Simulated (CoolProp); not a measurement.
Vapour-liquid equilibrium of acetone (1) + dimethyl carbonate (2) at 0.288 MPa; x and y are mole fractions of (1).

Model: multi-fluid Helmholtz-energy mixture model, Lemmon 2006 and Zhou 2011; pair parameters Bell 2016, in CoolProp.

Give the bubble temperature and the first vapour's composition at x = 0.45, 0.85, 0.95. Is there an azeotrope?

x = 0.45: 106.3 °C, y = 0.660; x = 0.85: 94.2 °C, y = 0.932; x = 0.95: 91.6 °C, y = 0.979. No azeotrope shows between x = 0.05 and 0.95.

The pair parameters rest on a limited set of measurements; away from them the model extrapolates. The gap from Raoult's law changes sign with composition, which may be real or a fault of the pair parameters; it wasn't checked against measurements.
